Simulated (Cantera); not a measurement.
An isothermal, constant-pressure homogeneous reactor starts with H₂ : O₂ = 0.07 : 1 (molar parts), at 1400 K and 10.5 Torr.

Model: the H2/O2 subset of GRI-Mech 3.0, which has no nitrogen chemistry, integrated in Cantera. Radical loss at walls, strong at low pressure, is not modelled. The temperature is held fixed by assumption; the heat of reaction is taken as removed at once.

x: mole fraction; the columns are a selection and need not sum to one.

| t (s) | x H₂ | x O₂ | x H₂O₂ | x H₂O | x H |
|---|---|---|---|---|---|
| 0.000200 | 0.0654 | 0.935 | 7.14e-10 | 1.46e-6 | 5.99e-7 |
| 0.000665 | 0.0625 | 0.932 | [?] | 0.00207 | 0.000688 |
| 0.00221 | 0.00138 | 0.881 | 7.22e-8 | 0.0558 | 0.00909 |
| 0.00737 | 0.00127 | 0.886 | 7.15e-8 | 0.0569 | 0.00794 |
| 0.0245 | 0.000977 | 0.897 | 6.87e-8 | 0.0595 | 0.00517 |
| 0.0816 | 0.000455 | 0.916 | [?] | 0.0636 | 0.00155 |
| 0.271 | 9.38e-5 | 0.929 | [?] | 0.0663 | 0.000141 |
| 0.903 | 1.23e-5 | 0.932 | [?] | 0.0672 | 6.65e-6 |
| 3.01 | 1.80e-6 | 0.932 | [?] | 0.0675 | 3.71e-7 |
| 10.0 | 4.09e-7 | 0.932 | [?] | 0.0676 | 4.02e-8 |

Problem. Fill in the missing entries.

Solution. 
- 0.000665, x H₂O₂: 8.37e-9
- 0.0816, x H₂O₂: 5.56e-8
- 0.271, x H₂O₂: 2.88e-8
- 0.903, x H₂O₂: 9.71e-9
- 3.01, x H₂O₂: 2.79e-9
- 10.0, x H₂O₂: 1.06e-9
